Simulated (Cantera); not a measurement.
Gas mixture: 52.9 % C₂H₄, 32.7 % CO₂, 14.4 % H₂O, at 0.790 atm, frozen composition.

Cantera's kinetic-theory transport with the Lennard-Jones parameters of GRI-Mech 3.0, ideal gas; thermal conductivity in the mixture-averaged form. Polar gases are described roughly by these parameters. The composition is frozen, though it would react at the higher temperatures.

D: mixture-averaged diffusion coefficient of that species in the mixture.

```csv
T (K),ρ (kg/m³),cp (J/kg/K),μ (µPa s),λ (mW/m/K),Pr,D (cm²/s) CH₄,D (cm²/s) O,D (cm²/s) OH
400,0.766,1454,15.8,31.1,0.738,0.385,0.563,0.552
650,0.471,1908,24.2,61.1,0.755,0.923,1.32,1.29
900,0.340,2203,31.3,91.3,0.756,1.63,2.30,2.25
1150,0.266,2432,___,___,0.763,___,___,___
1400,0.219,2593,___,___,0.764,___,___,___
1650,0.186,2711,48.7,173,0.764,4.54,6.35,6.23
1900,0.161,2797,53.7,197,0.763,5.75,8.03,7.87
2150,0.142,2861,58.4,219,0.762,7.07,9.86,9.67
```

**Question.** Fill in the missing entries.

**Answer.** 
- 1150, μ (µPa s): 37.7
- 1150, λ (mW/m/K): 120
- 1150, D (cm²/s) CH₄: 2.47
- 1150, D (cm²/s) O: 3.47
- 1150, D (cm²/s) OH: 3.41
- 1400, μ (µPa s): 43.4
- 1400, λ (mW/m/K): 147
- 1400, D (cm²/s) CH₄: 3.45
- 1400, D (cm²/s) O: 4.83
- 1400, D (cm²/s) OH: 4.73
